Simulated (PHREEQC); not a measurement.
0.1 mol of Fluorite (CaF2) is brought to equilibrium with 1 kg of water holding 3 mmol/kgw NaCl, at 25 °C, the pH being set by adding NaOH or HCl. Oxygen is held at 0.21 atm. The system is closed to CO2. Solids allowed: Fluorite. Others were left out.

The numbers come from PHREEQC with the ion-association model, phreeqc.dat.

```csv
pH,dissolved Ca (mol/kgw),dissolved F (mol/kgw),CaOH+ (mol/kgw)
5,0.000212,0.000425,2.91e-12
5.67,0.000211,0.000421,[?]
6.33,0.000210,0.000421,6.17e-11
7,0.000210,0.000421,2.88e-10
7.67,0.000210,0.000421,1.35e-9
8.33,0.000210,0.000421,[?]
9,0.000210,0.000421,[?]
9.67,0.000210,0.000421,1.35e-7
10.33,0.000211,0.000423,6.14e-7
11,0.000215,0.000430,[?]
11.67,0.000229,0.000458,[?]
12.33,0.000273,0.000547,[?]
13,0.000398,0.000797,0.000173
```

Fill in the missing entries.


- 5.67, CaOH+ (mol/kgw): 1.35e-11
- 8.33, CaOH+ (mol/kgw): 6.16e-9
- 9, CaOH+ (mol/kgw): 2.88e-8
- 11, CaOH+ (mol/kgw): 2.84e-6
- 11.67, CaOH+ (mol/kgw): 1.26e-5
- 12.33, CaOH+ (mol/kgw): 5.02e-5
